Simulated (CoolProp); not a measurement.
The numbers come from the reference Helmholtz-energy equation of state, Thol 2017 in CoolProp.

Q: Give the vapour pressure (kPa), vapour density (kg/m³), enthalpy of vaporisation (kJ/kg), liquid cp (kJ/(kg K)) of saturated decamethyltetrasiloxane (MD2M) at 204.25, 208.65, 210.85 °C.

A: 
```json
[
 {"T (°C)": "204.25", "p (kPa)": "128", "vapour density (kg/m³)": "11.0", "enthalpy of vaporisation (kJ/kg)": "126", "liquid cp (kJ/(kg K))": "2.14"},
 {"T (°C)": "208.65", "p (kPa)": "141", "vapour density (kg/m³)": "12.1", "enthalpy of vaporisation (kJ/kg)": "124", "liquid cp (kJ/(kg K))": "2.15"},
 {"T (°C)": "210.85", "p (kPa)": "148", "vapour density (kg/m³)": "12.7", "enthalpy of vaporisation (kJ/kg)": "123", "liquid cp (kJ/(kg K))": "2.15"}
]
```
